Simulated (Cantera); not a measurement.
Charge: 1 mol AlBr3, 12 mol O2, 2.1 mol H2, at 7.50 Torr.

Equilibrium computed with Cantera from the NASA thermochemical tables; the gas is ideal and each condensed phase is pure. Candidate condensed phases: Al, AlBr3, Al2O3, Br2, H2O; 25 gas species. Rates play no part. All values below are at 973 K.

Base state: O2 0.735, H2O 0.149, Br2 0.0991, Br 0.0130, HBr 0.00457 (mole fractions); condensed: Al2O3(s).

### Question
What changes in the equilibrium state with this change: AlBr3 replaced by Al(CH3)3?

### Answer
```csv
species,before,after
H2O,0.149,0.454
O2,0.735,0.340
CO2,0,0.206
Br2,0.0991,0
Br,0.0130,0
HBr,0.00457,0
"Al2O3(s), mol",0.500,0.500
```
The feed counts by its element totals alone. Further candidate phases: C, C6H6, C7H8, C8H18.
